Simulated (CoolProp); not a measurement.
Saturation properties of CF4 (R14) (Tc = 227.4 K, pc = 3.762 MPa, ω = 0.178).

Computed with CoolProp (reference Helmholtz-energy equation of state, Platzer 1990). This equation is an older, rougher fit; its heat capacities, sound speeds and derivatives of the liquid may be far off and weren't checked against measurements.

| T (K) | p (MPa) | vapour density (kg/m³) | vapour viscosity (µPa s) |
|---|---|---|---|
| 145.8 | 0.1064 | 8.013 | 8.78 |
| 148.7 | 0.1296 | 9.630 | 8.98 |
| 151.7 | 0.1576 | 11.56 | 9.19 |
| 154.7 | 0.1899 | 13.77 | 9.41 |
| 157.6 | 0.2259 | 16.21 | 9.63 |
| 160.6 | 0.2682 | 19.06 | 9.86 |
| 163.5 | 0.3147 | 22.19 | 10.1 |
| 166.5 | 0.3688 | 25.82 | 10.3 |
| 169.4 | 0.4276 | 29.77 | 10.6 |
| 172.4 | 0.4954 | 34.34 | 10.8 |
| 175.3 | 0.5683 | 39.28 | 11.1 |
| 178.3 | 0.6518 | 44.98 | 11.3 |
| 181.2 | 0.7408 | 51.13 | 11.6 |
| 184.2 | 0.8421 | 58.22 | 11.9 |

It boils at 145.1 K under 1 atm.

Viscosity comes from a separate model (Huber 2003), an estimate that may be off by 10 % or more.
